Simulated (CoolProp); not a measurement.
Computed with CoolProp (reference Helmholtz-energy equation of state, Lemmon 2013).

Task: Give the vapour pressure (MPa), vapour density (kg/m³), enthalpy of vaporisation (kJ/kg), surface tension (mN/m) of saturated propylene at 187, 196.7 K.

Result: 
```csv
T (K),p (MPa),vapour density (kg/m³),enthalpy of vaporisation (kJ/kg),surface tension (mN/m)
187,0.0115,0.315,479,22.4
196.7,0.0219,0.570,469,21.0
```

Surface tension comes from a separate correlation (Mulero 2012).
